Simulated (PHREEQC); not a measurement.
Dissolve 0.0054 mol/kgw Al2(SO4)3, 0.00011 mol/kgw CuCl2, 0.0024 mol/kgw NaHCO3 and 0.18 mol/kgw NaCl at 45 °C. Closed to the air; pH follows from the charge balance.

Computed with PHREEQC (ion-association model, phreeqc.dat).

This is a speciation only: nothing precipitates in the calculation.

Problem. Order these Cu species by the share of Cu that they hold, largest first: CuHCO3+, CuSO4, CuCl+, Cu+2, CuCl2.

Solution. Cu+2 (65 %), CuCl+ (24 %), CuSO4 (9.6 %), CuCl2 (1.3 %), CuHCO3+ (0.47 %)

Problem. Order these S species by the share of S that they hold, largest first: HSO4-, AlSO4+, NaSO4-, Al(SO4)2-, SO4-2.

Solution. SO4-2 (50 %), AlSO4+ (31 %), NaSO4- (14 %), Al(SO4)2- (4.7 %), HSO4- (0.10 %)

The pH is 4.44 and the ionic strength 0.219 mol/kgw. The solution is supersaturated, for example in Al(OH)3(a), Gibbsite (slow to form), so a real one may precipitate; this is no full list. At this temperature some constants are extrapolated from 25 °C, and those without enthalpy data are left unchanged.
